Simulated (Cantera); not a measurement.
An isothermal, constant-pressure homogeneous reactor starts with CH₄ : H₂O = 1 : 2 (molar parts), at 1548 K and 1.00 bar. Integrator tolerance rtol = 1e-08.

Detailed kinetics in Cantera: GRI-Mech 3.0 (53 species, 325 reactions).

```tsv
quantity	before	after
x(CH₄) at 4.00 s	0.0407 (gas-phase equilibrium 5.84e-7)	0.00631 (gas-phase equilibrium 8.04e-10)
x(H₂O) at 4.00 s	0.324 (gas-phase equilibrium 0.181)	0.754 (gas-phase equilibrium 0.732)
x(HCO) at 4.00 s	2.78e-9 (gas-phase equilibrium 5.91e-9)	4.13e-10 (gas-phase equilibrium 4.95e-10)
x(H) at 4.00 s	2.15e-5 (gas-phase equilibrium 2.44e-5)	1.32e-5 (gas-phase equilibrium 1.42e-5)
x(O₂) at 4.00 s	3.06e-12 (gas-phase equilibrium 1.08e-12)	1.87e-10 (gas-phase equilibrium 1.54e-10)
x(C₂H₂) at 4.00 s	0.0341 (gas-phase equilibrium 5.47e-12)	0.00107 (gas-phase equilibrium <1e-12)
```

Q: What was changed between the two runs?
A) H2O 2 to 14 parts
B) temperature 1548 to 2173 K
C) CH4 1 to 1.6 parts
D) temperature 1548 to 2025 K

A: A, H2O 2 to 14 parts
